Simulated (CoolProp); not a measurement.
Computed with CoolProp (reference Helmholtz-energy equation of state, Akasaka 2023).

### Question
Give the vapour pressure (bar), liquid density (kg/m³), vapour density (kg/m³), enthalpy of vaporisation (kJ/kg) of saturated R1224YDZ at 66.65 °C.

### Answer
```json
[
 {"T (°C)": "66.65", "p (bar)": "5.25", "liquid density (kg/m³)": "1240", "vapour density (kg/m³)": "32.2", "enthalpy of vaporisation (kJ/kg)": "142"}
]
```
